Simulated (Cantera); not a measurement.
A closed system holds: 1 mol Fe2O3, 0.16 mol Cl2, 0.18 mol N2, equilibrated at 1700 K and 75.0 Torr.

These are equilibrium values from Cantera (NASA tables, ideal gas, pure condensed phases), not measurements of a reactor. Candidate condensed phases: Fe, FeCl2, FeCl3, FeO, Fe2O3, Fe3O4; 19 gas species. Kinetics and transport are ignored.

Base state: O2 0.419, N2 0.293, FeCl2 0.215, Cl 0.0546, Cl2 0.00807, FeCl3 0.00729, NO 0.00250, ClO 0.000219 (mole fractions); condensed: Fe3O4(s).

**Question.** What changes in the equilibrium state with this change: pressure from 75.0 Torr to 7.50 Torr?

**Answer.** 
```csv
species,before,after
O2,0.419,0.411
N2,0.293,0.289
FeCl2,0.215,0.215
Cl,0.0546,0.0795
Cl2,0.00807,0.00171
Fe2Cl4,4.92e-5,4.91e-6
FeCl3,0.00729,0.00106
O,9.15e-5,0.000287
ClO,0.000219,9.99e-5
NO,0.00250,0.00246
"Fe3O4(s), mol",0.621,0.622
```

**Question.** What changes in the equilibrium state with this change: temperature from 1700 K to 1298 K?

**Answer.** 
```csv
species,before,after
N2,0.293,0.484
Cl2,0.00807,0.185
O2,0.419,0.134
FeCl3,0.00729,0.116
FeCl2,0.215,0.0636
Cl,0.0546,0.0166
Fe2Cl6,1.57e-8,6.52e-5
O,9.15e-5,1.98e-7
"Fe3O4(s), mol",0.621,0
"Fe2O3(s), mol",0,0.967
```
